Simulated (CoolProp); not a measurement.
Model: reference Helmholtz-energy equation of state, Lemmon 2016, in CoolProp.

For R115, give the phase and the Z, cp (kJ/(kg K)), cv (kJ/(kg K)), speed of sound (m/s) at -65.85 °C and 759 kPa; -38.75 °C and 759 kPa; -23.15 °C and 759 kPa.


- -65.85 °C and 759 kPa: liquid; Z 0.0415, cp 0.892, cv 0.596, speed of sound 734
- -38.75 °C and 759 kPa: liquid; Z 0.0389, cp 0.933, cv 0.630, speed of sound 615
- -23.15 °C and 759 kPa: liquid; Z 0.0378, cp 0.963, cv 0.651, speed of sound 549
